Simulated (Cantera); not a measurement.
A jet of CH4 : O2 : N2 = 0.031 : 0.15 : 0.79 (molar parts), equivalence ratio 0.41 at 300 K and 0.350 bar hits a platinum plate 5.1 cm away at a mass flux of 0.088 kg/m²/s; the plate temperature is set and raised in steps from an oxygen-covered start.

Detailed kinetics in Cantera: Deutschmann's 1995 Pt surface mechanism with GRI-Mech 3.0 gas chemistry. Catalytic surfaces can have several steady states; this one follows from the mechanism file's or the stated starting coverage.

x: mole fraction at the wall; θ: surface coverage.

```tsv
plate T (K)	wall x CH4	wall x O2	wall x H2O	wall x OH	wall x CO	wall x CO2	θ free Pt	θ O*	θ OH*
900	0.0194	0.128	0.0235	2.12e-8	6.03e-6	0.0155	0.133	0.865	0.00204
950	[?]	[?]	[?]	[?]	5.64e-6	[?]	[?]	0.808	0.00235
1000	0.00871	0.105	0.0430	1.74e-7	5.04e-6	0.0285	0.252	0.746	0.00240
1050	0.00598	0.0993	0.0480	4.19e-7	4.55e-6	0.0318	0.315	0.682	0.00229
1100	[?]	0.0959	0.0509	[?]	4.24e-6	0.0337	[?]	[?]	0.00212
1150	0.00282	0.0935	0.0531	1.91e-6	6.42e-6	0.0348	0.440	0.558	0.00192
```

Problem. Fill in the missing entries.

Solution. 
- 950, wall x CH4: 0.0131
- 950, wall x O2: 0.114
- 950, wall x H2O: 0.0350
- 950, wall x OH: 6.43e-8
- 950, wall x CO2: 0.0231
- 950, θ free Pt: 0.190
- 1100, wall x CH4: 0.00429
- 1100, wall x OH: 9.10e-7
- 1100, θ free Pt: 0.378
- 1100, θ O*: 0.620
